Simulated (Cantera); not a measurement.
Source: NASA polynomial tables (part measured, part estimated), evaluated in Cantera. Values are per mole of reaction as written; species without (g) are pure solids or liquids, kept so even where they would boil at 1 bar.

### Question
Between 1550 and 2150 K, where is each reaction favourable under standard conditions?
- 2 O(g) + Ca(g) + 2 HBr(g) ⇌ H2O2(g) + CaBr2

### Answer
- 2 O(g) + Ca(g) + 2 HBr(g) ⇌ H2O2(g) + CaBr2: ΔG° is -662 kJ at 1550 K and -398 kJ at 2150 K; it stays negative (K > 1). ΔH° is -1328 kJ and ΔS° -432 J/K at 2150 K.
